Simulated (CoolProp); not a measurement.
Vapour pressure (kPa) of CH3F (R41): the reference equation beside estimates from Tc = 44.1 °C, pc = 5906 kPa, ω = 0.200. Clausius-Clapeyron is anchored at -71.55 °C with a constant enthalpy of vaporisation of 16.27 kJ/mol.

The numbers come from the reference Helmholtz-energy equation of state, Lemmon 2006 in CoolProp. It is a short technical equation, of lower accuracy than the large ones.

| T (°C) | reference | Lee-Kesler | Clausius-Clapeyron | van der Waals | Redlich-Kwong | Soave-Redlich-Kwong |
|---|---|---|---|---|---|---|
| -71.55 | 145.4 | 141.3 | 145.4 | 708.8 | 215.5 | 141.6 |
| -60.65 | 245.7 | 242.9 | 239.1 | 941.5 | 351.7 | 243.0 |
| -49.85 | 391.2 | 391.7 | 373.3 | 1217 | 540.5 | 391.5 |
| -38.95 | 597.1 | 602.9 | 561.3 | 1544 | 795.8 | 603.2 |
| -28.15 | 873.3 | 885.9 | 811.2 | 1918 | 1123 | 888.4 |
| -17.35 | 1236 | 1256 | 1136 | 2347 | 1535 | 1264 |
| -6.45 | 1706 | 1733 | 1554 | 2835 | 2044 | 1750 |
| 4.35 | 2292 | 2326 | 2067 | 3378 | 2652 | 2353 |
| 15.25 | 3027 | 3063 | 2698 | 3986 | 3378 | 3103 |
| 26.05 | 3921 | 3957 | 3447 | 4651 | 4216 | 4003 |
| 36.95 | 5028 | 5055 | 4338 | 5386 | 5191 | 5087 |

Absolute difference from the reference over all 11 rows, mean and median: Lee-Kesler 1.3 and 1.2 %, Clausius-Clapeyron 7.6 and 8.1 %, van der Waals 129.2 and 89.9 %, Redlich-Kwong 24.9 and 24.2 %, Soave-Redlich-Kwong 1.8 and 2.1 %.
